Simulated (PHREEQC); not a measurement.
Dissolve 0.066 mol Ni(NO3)2 per kg of water at 38 °C. It is in equilibrium with CO2 at log p = -3.4 (atm). Otherwise closed; pH follows from the charge balance.

Model: ion-association model, wateq4f.dat, run in PHREEQC.

Each row changes one thing in this solution. This is a speciation only: nothing precipitates in the calculation.

```
case                                                        pH  CO2 (mol/kgw)  HCO3- (mol/kgw)
--------------------------------------------------  ----------  -------------  ---------------
as made                                                   5.21        9.42e-6          1.08e-6
Ni(NO3)2 from 0.066 to 0.66 mol/kgw                       4.63        6.25e-6          3.30e-7
temperature from 38 to 20 °C                              5.21        1.49e-5          1.38e-6
Ni(NO3)2 from 0.066 to 0.033 mol/kgw                (withheld)        9.64e-6          1.22e-6
Ni(NO3)2 replaced by Ba(NO3)2 at the same molality        5.59        9.42e-6       (withheld)
temperature from 38 to 70 °C                              5.12        5.42e-6       (withheld)
temperature from 38 to 85 °C                        (withheld)        4.56e-6          2.91e-7
Ni(NO3)2 replaced by Cu(NO3)2 at the same molality        4.14        9.42e-6       (withheld)
```

Problem. Complete the blanks.

Solution. 
- Ni(NO3)2 from 0.066 to 0.033 mol/kgw, pH: 5.29
- Ni(NO3)2 replaced by Ba(NO3)2 at the same molality, HCO3- (mol/kgw): 2.55e-6
- temperature from 38 to 70 °C, HCO3- (mol/kgw): 4.97e-7
- temperature from 38 to 85 °C, pH: 5.00
- Ni(NO3)2 replaced by Cu(NO3)2 at the same molality, HCO3- (mol/kgw): 9.17e-8

The ionic strength passes 0.7 mol/kgw, the rough limit of the ion-association models, in Ni(NO3)2 from 0.066 to 0.66 mol/kgw. Complexes and solids missing from the database can't appear. Constants without temperature data keep their 25 °C values here.
